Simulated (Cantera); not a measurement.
Feed: 1 mol C2H4, 0.033 mol H2O, at 0.610 bar.

Cantera equilibrium calculation (NASA polynomials, part measured and part estimated; ideal gas, pure solids and liquids). Candidate condensed phases: C, C6H6, C7H8, C8H18, H2O; 110 gas species. Rates play no part.

Task: At 227 °C, list the 4 most abundant gas species with their mole fractions, and the condensed phases.

Result: CH4 0.944, H2O 0.0314, H2 0.0249, CO2 8.08e-5. Condensed: C(graphite).
